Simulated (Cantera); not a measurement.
Feed: 1 mol V, 0.012 mol H2O, 0.15 mol N2, at 31.0 Pa.

Equilibrium computed with Cantera from the NASA thermochemical tables; the gas is ideal and each condensed phase is pure. Candidate condensed phases: H2O, V, VN, VO, V2O3, V2O4, V2O5; 28 gas species. Mutual solubility and eutectic melting of coexisting phases are not modelled. VN, VO: taken at fixed stoichiometry. Condensed phases not in the tables: solid solutions among these carbides, nitrides and lower oxides, V2N, N, O or C dissolved in the metal. Kinetics and transport are ignored.

x: gas mole fraction; n: condensed amount in mol.

```tsv
T (K)	x N2	x V	x H2	x H	x VO	x VO2	n V(s)	n VN(s)	n VO(s)	n VO(l)	n V(l)
1800	0.396	0.000255	0.588	0.0156	0.000196	1.07e-5	0.704	0.284	0.0120	0	0
1900	0.918	0.00151	0.0676	0.0117	0.00122	8.09e-5	0.988	0	0.0118	0	0
2000	0.902	0.00743	0.0608	0.0228	0.00627	0.000490	0.987	0	0.0108	0	0
2100	0.853	___	___	___	___	___	0.983	0	0	___	0
2200	___	___	___	0.0564	___	___	0	0	0	0	0.965
2300	0.530	0.355	0.0121	0.0606	0.0412	0.000614	0	0	0	0	0.888
2400	0.128	0.842	0.000467	0.0195	0.0102	1.74e-5	0	0	0	0	0
2500	0.128	0.842	0.000197	0.0201	0.0102	1.89e-5	0	0	0	0	0
```

Task: Fill in the missing entries.

Result: 
- 2200, x N2: 0.741
- 2200, x V: 0.115
- 2200, x H2: 0.0311
- 2200, x VO: 0.0535
- 2200, x VO2: 0.00290
- 2100, x V: 0.0313
- 2100, x H2: 0.0487
- 2100, x H: 0.0390
- 2100, x VO: 0.0257
- 2100, x VO2: 0.00220
- 2100, n VO(l): 0.00670
